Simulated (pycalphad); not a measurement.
**Effect of Mn content in Al-Si-Mn**

Computed with pycalphad from the COST 507 light-alloy database (1999), at 1 atm. The database dates from 1999; later assessments differ in places, in temperatures and in the compounds included. Amounts are mole fractions of atoms.

**Question.** One of these alloys has its liquidus at 783 °C, its solidus at 576 °C, and holds liquid 0.76, ALMNSI_ALPHA 0.24 at 657 °C. Which?
A. Al-13.81Si-2.42Mn (wt.%)
B. Al-13.86Si-1.826Mn (wt.%)
C. Al-13.73Si-3.598Mn (wt.%)
D. Al-13.32Si-9.335Mn (wt.%)

**Answer.** D, Al-13.32Si-9.335Mn (wt.%). The others: Al-13.86Si-1.826Mn (wt.%), liquidus 655, solidus 576; Al-13.81Si-2.42Mn (wt.%), liquidus 671, solidus 576; Al-13.73Si-3.598Mn (wt.%), liquidus 696, solidus 576

Database names, with the compositions (at.%) that they take in these runs: ALMNSI_ALPHA: Al 70 Mn 17 Si 12.
